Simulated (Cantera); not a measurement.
A closed system holds: 1 mol Ta₂O₅, 1.8 mol CH₄, 0.14 mol H₂, 15 mol CO, at 950 °C and 75.0 Torr.

These are equilibrium values from Cantera (NASA tables, ideal gas, pure condensed phases), not measurements of a reactor. Candidate condensed phases: C, C₆H₆, C₇H₈, C₈H₁₈, H₂O, Ta, TaC, Ta₂O₅; 113 gas species. Kinetics and transport are ignored.

Base state: CO 0.799, H₂ 0.199, CO₂ 0.000879, H₂O 0.000320, CH₄ 5.30e-5 (mole fractions); condensed: C(graphite) + Ta₂O₅(s).

**Question.** What changes in the equilibrium state with this change: temperature from 950 °C to 527 °C?

**Answer.** 
```
species             before    after
----------------  --------  -------
CO₂               0.000879    0.472
CO                   0.799    0.219
H₂                   0.199    0.201
H₂O               0.000320    0.103
CH₄                5.30e-5  0.00545
C(graphite), mol      1.82     8.55
Ta₂O₅(s), mol         1.00     1.00
```
